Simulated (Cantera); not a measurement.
What does this Cantera script print?

```python
import numpy as np
import cantera as ct

gas = ct.Solution("gri30.yaml")


def delay(T, t_max=10):
    gas.TPX = T, 100000, {'CH4': 1, 'O2': 1.54, 'N2': 5.78, 'H2O': 0.33}
    reactor = ct.IdealGasConstPressureReactor(gas, clone=False)
    net = ct.ReactorNet([reactor])
    net.rtol, net.atol = 1e-8, 1e-16
    while net.time < t_max:
        t_old, T_old = net.time, reactor.T
        net.step()
        if reactor.T > T + 400:  # ignition: a rise of 400 K
            return t_old + (T + 400 - T_old) / (reactor.T - T_old) * (net.time - t_old)
    return np.nan


taus = []
for T in [1000, 1075, 1150, 1225, 1300, 1375, 1450, 1525, 1600]:
    taus.append(delay(T))
    print(f"T0 = {T:6g} K   tau = {taus[-1]:.4e} s")
```

It prints:

```
T0 =   1000 K   tau = 1.3253e+00 s
T0 =   1075 K   tau = 3.8143e-01 s
T0 =   1150 K   tau = 1.2010e-01 s
T0 =   1225 K   tau = 4.1110e-02 s
T0 =   1300 K   tau = 1.5128e-02 s
T0 =   1375 K   tau = 5.9297e-03 s
T0 =   1450 K   tau = 2.4751e-03 s
T0 =   1525 K   tau = 1.1094e-03 s
T0 =   1600 K   tau = 5.3891e-04 s
```

Detailed kinetics in Cantera: GRI-Mech 3.0 (53 species, 325 reactions).
